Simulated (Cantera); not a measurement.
A perfectly stirred reactor is fed with C2H6 : N2 = 1 : 2.8 (molar parts), at 3.30 Torr; it is held at 1075 K, and followed from long to short residence time.

Cantera simulation using GRI-Mech 3.0 (53 species, 325 reactions); the numbers are that mechanism's predictions, not measurements. GRI-Mech 3.0 stops at C3 and has no aromatics, soot or wall deposition, so with more carbon than oxygen in the feed, carbon stays in small species such as C2H2 where larger ones or solid carbon would form. Radical loss at walls, strong at low pressure, is not modelled.

x: mole fraction; the columns are a selection and need not sum to one.

```
τ (s)    x C2H6    x CH3      x H2    x C2H4    x C2H2
-------  ------  -------  --------  --------  --------
0.34      0.248  3.36e-5    0.0109    0.0113   6.33e-5
0.16      0.257  2.51e-5   0.00426   0.00442   9.87e-6
0.079     0.261      ___       ___       ___       ___
0.038     0.263  9.20e-6  0.000370  0.000376   7.20e-8
0.018     0.263      ___       ___       ___       ___
0.0087    0.263  4.52e-6   1.33e-5   1.34e-5  1.24e-10
0.0042    0.263  2.92e-6   2.03e-6   2.05e-6  3.77e-12
0.0020    0.263  1.67e-6   2.61e-7   2.67e-7    <1e-12
0.00097   0.263  8.95e-7   3.24e-8   3.36e-8    <1e-12
0.00046   0.263  4.48e-7   3.51e-9   3.79e-9    <1e-12
0.00022   0.263  2.20e-7  3.71e-10  4.27e-10    <1e-12
```

Task: Fill in the missing entries.

Result: 
- 0.079, x CH3: 1.55e-5
- 0.079, x H2: 0.00145
- 0.079, x C2H4: 0.00149
- 0.079, x C2H2: 1.11e-6
- 0.018, x CH3: 6.34e-6
- 0.018, x H2: 7.49e-5
- 0.018, x C2H4: 7.55e-5
- 0.018, x C2H2: 3.23e-9
